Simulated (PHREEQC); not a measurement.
Dissolve 0.00097 mol HF, 6.6e-05 mol (NH4)2SiF6, 0.075 mol H3BO3 and 0.021 mol HCl per kg of water at 15 °C. Closed to the air; pH follows from the charge balance.

Equilibrium calculation in PHREEQC: ion-association model, phreeqc.dat.

```json
[
 {"quantity": "pH", "before": "1.73", "after": "1.73"},
 {"quantity": "ionic strength (mol/kgw)", "before": "0.0212", "after": "0.0214"},
 {"quantity": "HF (mol/kgw)", "before": "0.000702", "after": "0.000806"},
 {"quantity": "BF4- (mol/kgw)", "before": "9.74e-5", "after": "0.000168"},
 {"quantity": "BF2(OH)2- (mol/kgw)", "before": "5.64e-5", "after": "7.38e-5"},
 {"quantity": "SI of Quartz (SiO2)", "before": "-0.04", "after": "-0.04"}
]
```

**Question.** What was changed between the two runs?
A. HCl left out
B. H3BO3 from 0.075 to 0.0075 mol/kgw
C. HF from 0.00097 to 0.00146 mol/kgw
D. temperature from 15 to 10 °C
E. HF from 0.00097 to 0.000873 mol/kgw

**Answer.** C, HF from 0.00097 to 0.00146 mol/kgw

This is a speciation only: nothing precipitates in the calculation. SiF6-2 is the database's only silicon fluoride. Real BF4- forms and hydrolyses slowly; the run takes it at equilibrium.
